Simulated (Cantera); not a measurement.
An adiabatic, constant-volume homogeneous reactor starts with H₂ : O₂ : N₂ = 1 : 1.56 : 5.88 (molar parts), at 1400 K and 100000 Pa. Integrator tolerance rtol = 1e-08.

Cantera simulation using GRI-Mech 3.0 (53 species, 325 reactions); the numbers are that mechanism's predictions, not measurements.

Q: What does this change do: initial temperature 1400 to 1475 K?

A: 
| quantity | before | after |
|---|---|---|
| time of steepest temperature rise | 22.3 µs | 17.4 µs |
| temperature at 0.400 s | 2341 K | 2390 K |
| equilibrium temperature | 2341 K | 2390 K |
| x(H₂) at 0.400 s | 0.000717 (gas-phase equilibrium 0.000717) | 0.000948 (gas-phase equilibrium 0.000948) |
| x(O₂) at 0.400 s | 0.124 (gas-phase equilibrium 0.124) | 0.123 (gas-phase equilibrium 0.123) |
| x(H) at 0.400 s | 0.000256 (gas-phase equilibrium 0.000256) | 0.000381 (gas-phase equilibrium 0.000381) |
| x(OH) at 0.400 s | 0.00734 (gas-phase equilibrium 0.00734) | 0.00873 (gas-phase equilibrium 0.00873) |
| x(O) at 0.400 s | 0.00177 (gas-phase equilibrium 0.00177) | 0.00235 (gas-phase equilibrium 0.00235) |
| x(NO) at 0.400 s | 0.0127 (gas-phase equilibrium 0.0127) | 0.0139 (gas-phase equilibrium 0.0139) |
